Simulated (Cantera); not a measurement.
A Cantera script and what it prints.

```python
import numpy as np
import cantera as ct

gas_names = [...]  # 151 gases of nasa_gas.yaml made of C, H, N, O, Si
cond_names = """
    C(gr) C6H6(L) C7H8(L) C8H18(L),n-octa H2O(s) H2O(L) Si(cr) Si(L) SiC(b) SiO2(Lqz) SiO2(hqz) SiO2(L)
    Si2N2O(s) Si3N4(a)
""".split()


# ... load() reads the species with a 1 bar reference pressure and builds the phases ...
atoms = {
    'SiC': {'Si': 1, 'C': 1},
    'N2O': {'N': 2, 'O': 1},
    'H2': {'H': 2},
}
top_T = {'C(gr)': 4500, 'SiC(b)': 3050, 'Si2N2O(s)': 2100, 'Si3N4(a)': 2400}  # K; cautious upper limits of use, not melting points


# ... equilibrate(T, P, feed) seeds the gas with the atoms and calls Mixture.equilibrate('TP', solver="vcs", rtol=1e-11, max_steps=5000) ...
results = []
feed = {'SiC': 1, 'N2O': 1, 'H2': 16}  # mol
P = 14  # Pa
for T in [1573, 1623, 1673, 1723, 1773, 1823, 1873, 1923, 1973, 2023]:
    mix = equilibrate(T, P, feed)
    results.append((T, P, feed, dict(zip(mix.species_names, mix.species_moles))))

top = {s: max(r[3][s] / sum(r[3][g] for g in gas_names) for r in results) for s in gas_names}
cols = sorted((s for s in top if top[s] > 1e-05), key=lambda s: -top[s])[:8]
seen = [c for c in cond_names if any(r[3].get(c, 0) > 1e-12 for r in results)]
print("log10 of partial pressures in bar; condensed amounts in mol")
print(f"{'T/K':>10s}" + "".join(f"{s[:9]:>10s}" for s in cols + seen))
for T, P, feed, n in results:
    ng = sum(n[g] for g in gas_names)
    print(f"{T:10.4g}" + "".join(f"{np.log10(max(n[s] / ng * P / 1e5, 1e-99)):10.3f}" for s in cols)
          + "".join(f"{n.get(c, 0):10.4g}" for c in seen))
```

Output:

```
log10 of partial pressures in bar; condensed amounts in mol
       T/K        H2         H        N2        CO        Si       SiO       HCN      Si2C    SiC(b)
      1573    -3.907    -6.344    -5.110    -5.410    -7.989    -5.411    -8.561   -10.569    0.4991
      1623    -3.908    -6.114    -5.111    -5.410    -7.501    -5.413    -8.386    -9.932    0.4976
      1673    -3.910    -5.898    -5.112    -5.408    -7.045    -5.417    -8.220    -9.336    0.4935
      1723    -3.913    -5.695    -5.113    -5.401    -6.621    -5.428    -8.060    -8.781    0.4832
      1773    -3.917    -5.505    -5.116    -5.385    -6.233    -5.452    -7.898    -8.270    0.4591
      1823    -3.925    -5.326    -5.121    -5.353    -5.890    -5.504    -7.725    -7.811    0.4089
      1873    -3.937    -5.159    -5.129    -5.302    -5.604    -5.610    -7.526    -7.416    0.3199
      1923    -3.954    -5.003    -5.140    -5.243    -5.388    -5.810    -7.287    -7.098    0.1932
      1973    -3.974    -4.857    -5.154    -5.196    -5.253    -6.150    -6.995    -6.866   0.05979
      2023    -3.997    -4.720    -5.166    -5.184    -5.206    -6.455    -6.849    -6.938         0
```

Cantera equilibrium calculation (NASA polynomials, part measured and part estimated; ideal gas, pure solids and liquids). The tables' values for SiN are old estimates; treat these amounts as uncertain. Gases not in the tables: Si2H6 and higher silanes.
